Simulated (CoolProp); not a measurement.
Vapour-liquid equilibrium of propylene (1) + 1-butene (2) at 929 kPa; x and y are mole fractions of (1).

Values from CoolProp's multi-fluid Helmholtz-energy mixture model, Lemmon 2013 and Lemmon 2005; pair parameters Bell 2016.

```tsv
x	bubble temperature, mixture model (°C)	bubble temperature, Raoult's law (°C)	y, mixture model	y, Raoult's law
0.05	64.6	63.8	0.115	0.147
0.15	57.3	55.6	0.311	0.373
0.25	…	48.6	…	0.536
0.35	44.5	42.5	0.596	0.657
0.45	39.0	37.2	…	0.749
0.55	…	32.5	0.779	0.820
0.65	29.6	28.3	0.846	0.876
0.75	…	24.5	…	0.921
0.85	21.7	21.1	0.946	0.957
0.95	…	18.0	0.983	0.987
```

**Question.** Fill in the missing entries.

**Answer.** 
- 0.25, bubble temperature, mixture model (°C): 50.6
- 0.25, y, mixture model: 0.469
- 0.45, y, mixture model: 0.697
- 0.55, bubble temperature, mixture model (°C): 34.1
- 0.75, bubble temperature, mixture model (°C): 25.4
- 0.75, y, mixture model: 0.901
- 0.95, bubble temperature, mixture model (°C): 18.2

The largest gap from Raoult's law is +2.0 K in bubble temperature, at x = 0.35. No azeotrope shows between x = 0.05 and 0.95.

The pair parameters rest on a limited set of measurements; away from them the model extrapolates.
